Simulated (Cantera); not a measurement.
Feed: 1 mol Si3N4, 0.56 mol H2O, 24 mol N2, equilibrated at 0.400 bar.

Method: chemical equilibrium by Gibbs-energy minimisation in Cantera with the NASA 1993 tables (ideal gas, pure condensed phases). Candidate condensed phases: H2O, Si, SiO2, Si2N2O, Si3N4; 35 gas species. Mutual solubility and eutectic melting of coexisting phases are not modelled. The numbers say what is thermodynamically allowed, not how fast it happens.

Which condensed phases are stable at each of these points (T (K)): 1000, 1100, 1200, 1300, 1400, 1500, 1600, 1700, 1800, 1900, 2000, 2100, 2200?


```tsv
T (K)	condensed phases	Si condensed (%)
1000	Si2N2O(s) + Si3N4(s)	100.0
1100	Si2N2O(s) + Si3N4(s)	100.0
1200	Si2N2O(s) + Si3N4(s)	100.0
1300	Si2N2O(s) + Si3N4(s)	100.0
1400	Si2N2O(s) + Si3N4(s)	100.0
1500	Si2N2O(s) + Si3N4(s)	100.0
1600	Si2N2O(s) + Si3N4(s)	100.0
1700	Si2N2O(s) + Si3N4(s)	100.0
1800	Si2N2O(s) + Si3N4(s)	99.8
1900	Si2N2O(s) + Si3N4(s)	98.6
2000	Si2N2O(s) + Si3N4(s)	91.2
2100	Si(l)	80.9
2200	Si(l)	80.1
```

From 1000 K to 2000 K the condensed part is Si2N2O(s) + Si3N4(s). From 2100 K to 2200 K the condensed part is Si(l).
